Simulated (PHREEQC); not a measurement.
# Copper plating or etch bath: an equilibrium model

Make-up at 70 °C: 98 mmol/kgw Cu(NO3)2, 0.36 mmol/kgw HCl and 0.14 mmol/kgw Na2SO4. Closed to the air; pH follows from the charge balance.

Model: ion-association model, phreeqc.dat, run in PHREEQC.

| Quantity | Result |
|---|---|
| pH | 3.46 |
| ionic strength | 0.294 mol/kgw |
| specific conductance | 36200 µS/cm |
| density | 0.992 g/cm³ |
| total alkalinity | -0.360 meq/kg |

| species | molality | activity | log γ |
|---|---|---|---|
| NO3- | 0.196 | 0.125 | -0.196 |
| Cu+2 | 0.0977 | 0.0258 | -0.578 |
| H+ | 0.000450 | 0.000346 | -0.115 |
| Na+ | 0.000280 | 0.000199 | -0.149 |
| Cl- | 0.000245 | 0.000163 | -0.177 |
| CuCl+ | 0.000115 | 7.68e-5 | -0.175 |
| CuSO4 | 8.20e-5 | 8.78e-5 | 0.029 |
| SO4-2 | 5.61e-5 | 1.27e-5 | -0.645 |
| Cu2(OH)2+2 | 4.54e-5 | 1.17e-5 | -0.588 |

No solid was allowed to form. Away from 25 °C the constants follow the database's enthalpies or fits; those with neither stay at their 25 °C values.
